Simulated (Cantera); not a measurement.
Input: 1 mol SiH2Cl2, 0.29 mol C2H2, 1.8 mol H2, equilibrated at 41.3 Torr.

Method: chemical equilibrium by Gibbs-energy minimisation in Cantera with the NASA 1993 tables (ideal gas, pure condensed phases). Candidate condensed phases: C, C6H6, C7H8, C8H18, Si, SiC; 109 gas species. Gases not in the tables: Si2H6 and higher silanes. Kinetics and transport are ignored.

### Question
Which condensed phases are stable at each of these points (T (K)): 2023, 2073, 2123, 2173, 2223, 2273, 2323, 2373, 2423, 2473, 2523, 2573, 2623, 2673?

### Answer
```json
[
 {"T (K)": "2023", "condensed phases": "SiC(s)", "Si condensed (%)": "58.0"},
 {"T (K)": "2073", "condensed phases": "SiC(s)", "Si condensed (%)": "58.0"},
 {"T (K)": "2123", "condensed phases": "SiC(s)", "Si condensed (%)": "57.9"},
 {"T (K)": "2173", "condensed phases": "SiC(s)", "Si condensed (%)": "57.9"},
 {"T (K)": "2223", "condensed phases": "SiC(s)", "Si condensed (%)": "57.8"},
 {"T (K)": "2273", "condensed phases": "SiC(s)", "Si condensed (%)": "57.5"},
 {"T (K)": "2323", "condensed phases": "SiC(s)", "Si condensed (%)": "57.1"},
 {"T (K)": "2373", "condensed phases": "SiC(s)", "Si condensed (%)": "56.3"},
 {"T (K)": "2423", "condensed phases": "SiC(s)", "Si condensed (%)": "54.8"},
 {"T (K)": "2473", "condensed phases": "SiC(s)", "Si condensed (%)": "51.7"},
 {"T (K)": "2523", "condensed phases": "SiC(s)", "Si condensed (%)": "45.8"},
 {"T (K)": "2573", "condensed phases": "C(graphite) + SiC(s)", "Si condensed (%)": "33.3"},
 {"T (K)": "2623", "condensed phases": "C(graphite) + SiC(s)", "Si condensed (%)": "5.4"},
 {"T (K)": "2673", "condensed phases": "C(graphite)", "Si condensed (%)": "0.0"}
]
```

From 2023 K to 2523 K the condensed part is SiC(s). From 2573 K to 2623 K the condensed part is C(graphite) + SiC(s). At 2673 K the condensed part is C(graphite).
